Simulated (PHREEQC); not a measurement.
Buffer: speciation

Make-up at 85 °C: 0.5 mol/kgw NaH2PO4, 0.0365 mol/kgw K2HPO4 and 0.017 mol/kgw KCl. Closed to the air; pH follows from the charge balance.

All values are PHREEQC results (ion-association model, phreeqc.dat), not measurements.

| Quantity | Result |
|---|---|
| pH | 5.29 |
| ionic strength | 0.615 mol/kgw |
| activity of water | 0.981 |
| specific conductance | 89100 µS/cm |
| density | 1.015 g/cm³ |
| total alkalinity | 36.5 meq/kg |

| species | molality | activity | log γ |
|---|---|---|---|
| H2PO4- | 0.499 | 0.325 | -0.186 |
| Na+ | 0.495 | 0.337 | -0.167 |
| K+ | 0.0892 | 0.0531 | -0.226 |
| HPO4-2 | 0.0309 | 0.00515 | -0.778 |
| Cl- | 0.0170 | 0.0102 | -0.220 |
| NaHPO4- | 0.00519 | 0.00338 | -0.186 |
| KHPO4- | 0.000817 | 0.000533 | -0.186 |
| H3PO4 | 0.000391 | 0.000451 | 0.061 |
| H+ | 7.06e-6 | 5.19e-6 | -0.134 |
| PO4-3 | 1.15e-7 | 1.21e-9 | -1.977 |
| OH- | 1.04e-7 | 6.05e-8 | -0.235 |

This is a speciation only: nothing precipitates in the calculation. Away from 25 °C the constants follow the database's enthalpies or fits; those with neither stay at their 25 °C values.
